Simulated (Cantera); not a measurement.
Thermodynamics of chemical vapour transport, feed PbO + H2O + O2

Input: 1 mol PbO, 0.93 mol H2O, 1.4 mol O2, held at 1427 °C and 1 atm.

Equilibrium computed with Cantera from the NASA thermochemical tables; the gas is ideal and each condensed phase is pure. Candidate condensed phases: H2O, Pb, PbO, PbO2, Pb3O4; 12 gas species. Gases not in the tables: (PbO)n polymers. The numbers say what is thermodynamically allowed, not how fast it happens.

```json
{
 "x(O2)": "0.552",
 "x(H2O)": "0.365",
 "x(PbO)": "0.0803",
 "x(Pb)": "0.00176",
 "x(OH)": "0.000882",
 "x(O)": "3.30e-5",
 "x(H2)": "9.82e-6",
 "x(HO2)": "2.72e-6",
 "n(PbO(l))": "0.791 mol",
 "gas_amount": "2.541 mol",
 "log10 activity of Pb(l) (absent)": "-1.88"
}
```
